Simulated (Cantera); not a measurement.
A perfectly stirred reactor is fed with 43.5 % H2, 15.5 % O2, 40.9 % N2, equivalence ratio 1.4, at 0.830 bar; it is adiabatic with a 350 K inlet, and is followed from long to short residence time, starting on the burning branch (τ in s: 0.4, 0.2, 0.099, 0.049, 0.024, 0.012, 0.006, 0.003, 0.0015, 0.00074, 0.00037, 0.00018, 9.1e-05).

Cantera simulation using GRI-Mech 3.0 (53 species, 325 reactions); the numbers are that mechanism's predictions, not measurements.

One state of this run: T (K) = 2541; x H2 = 0.145; x O2 = 0.000439; x H2O = 0.355; x O = 0.000430; x HO2 = 2.87e-7. x: mole fraction; the columns are a selection and need not sum to one.

**Question.** Which value of τ (s) does it belong to?
A) 0.099
B) 9.1e-5
C) 0.012
D) 0.024

**Answer.** A, 0.099
